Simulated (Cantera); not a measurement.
Equilibrium for carbon deposition, reforming and gasification: C6H6 + H2O + H2

Input: 1 mol C6H6, 0.1 mol H2O, 1 mol H2, at 27.0 bar.

Cantera equilibrium calculation (NASA polynomials, part measured and part estimated; ideal gas, pure solids and liquids). Candidate condensed phases: C, C6H6, C7H8, C8H18, H2O; 110 gas species. Rates play no part.

| T (°C) | log p H2 | log p CH4 | log p H2O | log p CO | log p CO2 | log p C2H2 (acetylene) | n C(graphite) |
|---|---|---|---|---|---|---|---|
| 375 | -0.02 | 1.39 | 0.09 | -3.32 | -2.01 | <-10 | 4.04 |
| 475 | 0.42 | 1.36 | 0.08 | -2.33 | -1.88 | <-10 | 4.11 |
| 575 | 0.75 | 1.31 | 0.04 | -1.58 | -1.80 | -10.30 | 4.24 |
| 675 | 0.99 | 1.21 | -0.04 | -1.01 | -1.78 | -8.60 | 4.45 |
| 775 | 1.15 | 1.07 | -0.18 | -0.60 | -1.86 | -7.25 | 4.71 |
| 875 | 1.26 | 0.90 | -0.41 | -0.36 | -2.10 | -6.17 | 5.00 |
| 975 | 1.33 | 0.70 | -0.73 | -0.24 | -2.49 | -5.29 | 5.27 |
| 1075 | 1.36 | 0.50 | -1.07 | -0.20 | -2.92 | -4.56 | 5.48 |
| 1175 | 1.39 | 0.30 | -1.40 | -0.19 | -3.35 | -3.94 | 5.62 |
| 1275 | 1.40 | 0.11 | -1.70 | -0.18 | -3.73 | -3.41 | 5.71 |
| 1375 | 1.41 | -0.06 | -1.97 | -0.19 | -4.06 | -2.94 | 5.77 |
| 1475 | 1.41 | -0.22 | -2.21 | -0.19 | -4.36 | -2.54 | 5.81 |
| 1575 | 1.41 | -0.35 | -2.42 | -0.19 | -4.62 | -2.18 | 5.83 |
| 1675 | 1.41 | -0.48 | -2.61 | -0.19 | -4.86 | -1.85 | 5.84 |
log p: log10 of the partial pressure in bar; n: condensed amount in mol.

From 375 °C to 1675 °C the condensed part is C(graphite). The main C-bearing gas is CH4 at 375 °C and CO at 1675 °C. The share of C in condensed phases is highest at 1675 °C (97.4 %) and lowest at 375 °C (67.3 %).
